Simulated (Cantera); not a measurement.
Cantera run, input and output.

```python
import numpy as np
import cantera as ct

gas = ct.Solution("gri30.yaml")


def delay(T, t_max=10):
    gas.TPX = T, 500000, {'CO': 1, 'H2': 0.63, 'CH4': 0.2, 'O2': 1.24, 'N2': 4.66}
    reactor = ct.IdealGasConstPressureReactor(gas, clone=False)
    net = ct.ReactorNet([reactor])
    net.rtol, net.atol = 1e-8, 1e-16
    while net.time < t_max:
        t_old, T_old = net.time, reactor.T
        net.step()
        if reactor.T > T + 400:  # ignition: a rise of 400 K
            return t_old + (T + 400 - T_old) / (reactor.T - T_old) * (net.time - t_old)
    return np.nan


taus = []
for T in [900, 1000, 1100, 1200, 1300, 1400, 1500, 1600]:
    taus.append(delay(T))
    print(f"T0 = {T:6g} K   tau = {taus[-1]:.4e} s")
```

Output:

```
T0 =    900 K   tau = 8.9564e-02 s
T0 =   1000 K   tau = 4.4778e-03 s
T0 =   1100 K   tau = 3.4029e-04 s
T0 =   1200 K   tau = 7.2879e-05 s
T0 =   1300 K   tau = 2.7477e-05 s
T0 =   1400 K   tau = 1.3785e-05 s
T0 =   1500 K   tau = 8.2557e-06 s
T0 =   1600 K   tau = 5.5402e-06 s
```

Computed with Cantera and GRI-Mech 3.0 (53 species, 325 reactions). Below about 1000 K GRI-Mech 3.0 lacks low-temperature oxidation paths. Below about 950 K walls govern HO2 and H2O2 in real vessels.
